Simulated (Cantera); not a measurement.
Cantera run, input and output.

```python
import numpy as np
import cantera as ct

gas = ct.Solution("h2o2.yaml")
gas.TPX = 698, 500000, {'H2': 1, 'O2': 0.455, 'N2': 1.73}
flame = ct.FreeFlame(gas, width=0.013)
flame.set_refine_criteria(ratio=3, slope=0.08, curve=0.16)
flame.transport_model = "mixture-averaged"
flame.solve(loglevel=0, auto=True)
z, T = flame.grid, flame.T
thick = (T[-1] - T[0]) / np.gradient(T, z).max()
show = ['H2', 'O2', 'O', 'H2O2', 'OH', 'HO2']
print(f"laminar burning velocity  {flame.velocity[0] * 100:.3f} cm/s")
print(f"burnt temperature         {T[-1]:.1f} K")
print(f"thermal thickness         {thick * 1e3:.4f} mm")
print(f"grid points               {len(z)}")
z0 = z[flame.heat_release_rate.argmax()]
print(f"{'z/mm':>9s}{'T/K':>9s}{'u/(m/s)':>9s}" + "".join(f"{s:>11s}" for s in show))
rows = []
for k in (-3, -2, -1.5, -1, -0.5, -0.25, 0, 0.25, 0.5, 1, 2, 4, 8):
    zz = z0 + k * thick
    rows.append([k * thick, np.interp(zz, z, T), np.interp(zz, z, flame.velocity),
                 *(np.interp(zz, z, flame.X[gas.species_index(s)]) for s in show)])
    print(f"{rows[-1][0] * 1e3:9.3f}{rows[-1][1]:9.1f}{rows[-1][2]:9.3f}" + "".join(f"{x:11.3e}" for x in rows[-1][3:]))
```

It prints:

```
laminar burning velocity  1038.689 cm/s
burnt temperature         2665.1 K
thermal thickness         0.0630 mm
grid points               129
     z/mm      T/K  u/(m/s)         H2         O2          O       H2O2         OH        HO2
   -0.189    698.0   10.387  3.140e-01  1.429e-01  5.608e-15  5.846e-14  3.373e-16  1.385e-11
   -0.126    698.0   10.387  3.140e-01  1.429e-01  1.358e-12  2.302e-12  8.212e-14  7.329e-10
   -0.095    698.0   10.387  3.139e-01  1.429e-01  6.168e-11  6.061e-11  3.784e-12  1.906e-08
   -0.063    698.1   10.385  3.137e-01  1.429e-01  1.012e-08  6.597e-09  9.259e-10  1.767e-06
   -0.032    719.6   10.612  3.065e-01  1.436e-01  9.479e-06  6.001e-06  4.137e-05  4.187e-04
   -0.016    950.5   13.602  2.683e-01  1.382e-01  4.225e-04  4.377e-05  1.123e-03  6.616e-04
    0.000   1421.4   19.639  1.746e-01  9.967e-02  4.387e-03  1.544e-05  4.657e-03  3.182e-04
    0.016   1768.2   24.072  9.406e-02  4.727e-02  8.776e-03  4.260e-06  1.171e-02  1.335e-04
    0.032   1945.4   26.275  6.742e-02  2.595e-02  9.584e-03  2.650e-06  1.636e-02  6.493e-05
    0.063   2125.7   28.413  5.869e-02  1.659e-02  8.111e-03  1.607e-06  1.898e-02  3.405e-05
    0.126   2294.5   30.318  5.480e-02  1.230e-02  5.556e-03  1.078e-06  1.872e-02  1.981e-05
    0.252   2439.7   31.894  4.969e-02  8.628e-03  3.363e-03  7.894e-07  1.668e-02  1.099e-05
    0.504   2548.9   33.040  4.436e-02  5.671e-03  1.904e-03  5.969e-07  1.382e-02  5.978e-06
```

Computed with Cantera and the H2/O2 subset of GRI-Mech 3.0, which has no nitrogen chemistry. The hydrogen kinetics of GRI-Mech 3.0 are dated; newer H2 mechanisms differ, most at raised pressure. Burning velocities carry a grid error of a few per cent, more on coarse grids.
